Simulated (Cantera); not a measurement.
Input: 1 mol SiC, 0.83 mol C, 0.059 mol H₂, held at 43.0 mbar.

Method: chemical equilibrium by Gibbs-energy minimisation in Cantera with the NASA 1993 tables (ideal gas, pure condensed phases). Candidate condensed phases: C, C₆H₆, C₇H₈, C₈H₁₈, Si, SiC; 87 gas species. Gases not in the tables: Si₂H₆ and higher silanes. The numbers say what is thermodynamically allowed, not how fast it happens.

Question: Which condensed phases are stable at each of these points (T (K)): 2100, 2200, 2300, 2400, 2500, 2600, 2700, 2800, 2900, 3000?

Answer: 
| T (K) | condensed phases | Si condensed (%) |
|---|---|---|
| 2100 | C(graphite) + SiC(s) | 100.0 |
| 2200 | C(graphite) + SiC(s) | 100.0 |
| 2300 | C(graphite) + SiC(s) | 100.0 |
| 2400 | C(graphite) + SiC(s) | 99.9 |
| 2500 | C(graphite) + SiC(s) | 99.7 |
| 2600 | C(graphite) + SiC(s) | 99.1 |
| 2700 | C(graphite) + SiC(s) | 97.0 |
| 2800 | C(graphite) + SiC(s) | 80.2 |
| 2900 | C(graphite) | 0.0 |
| 3000 | C(graphite) | 0.0 |

From 2100 K to 2800 K the condensed part is C(graphite) + SiC(s). From 2900 K to 3000 K the condensed part is C(graphite).
